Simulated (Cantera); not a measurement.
Input: 1 mol SiC, 4.9 mol H2, equilibrated at 2100 °C and 2.18 Torr.

These are equilibrium values from Cantera (NASA tables, ideal gas, pure condensed phases), not measurements of a reactor. Candidate condensed phases: C, C6H6, C7H8, C8H18, Si, SiC; 87 gas species. Gases not in the tables: Si2H6 and higher silanes. The numbers say what is thermodynamically allowed, not how fast it happens.

Base state: H2 0.650, H 0.209, Si 0.105, SiC2 0.0185, Si2C 0.0106, C2H2 (acetylene) 0.00400, SiH 0.00148, Si2 0.000402 (mole fractions); condensed: C(graphite) + SiC(s).

Task: What changes in the equilibrium state with this change: SiC replaced by TiC?

Result: 
```tsv
species	before	after
H2	0.650	0.771
H	0.209	0.228
Ti	0	0.000501
Si	0.105	0
SiC2	0.0185	0
Si2C	0.0106	0
SiH	0.00148	0
Si2	0.000402	0
SiH2	7.18e-5	0
SiC	2.44e-5	0
C(graphite), mol	0.589	0
SiC(s), mol	0.0499	0
TiC(s), mol	0	0.997
```
TiC: taken at fixed stoichiometry. Further candidate phases: Ti, TiC.
